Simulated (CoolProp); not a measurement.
Vapour-liquid equilibrium of methanol (1) + water (2) at 0.753 MPa; x and y are mole fractions of (1).

The numbers come from the multi-fluid Helmholtz-energy mixture model, de Reuck 1993 and Wagner 2002; pair parameters Bell 2016 in CoolProp.

**Question.** Give the bubble temperature and the first vapour's composition at x = 0.05, 0.8, 0.95. Is there an azeotrope?

**Answer.** x = 0.05: 436.3 K, y = 0.146; x = 0.8: 403.6 K, y = 0.900; x = 0.95: 400.1 K, y = 0.975. No azeotrope shows between x = 0.05 and 0.95.

Pair parameters are fitted to limited data, so mixtures are less certain than the pure fluids.
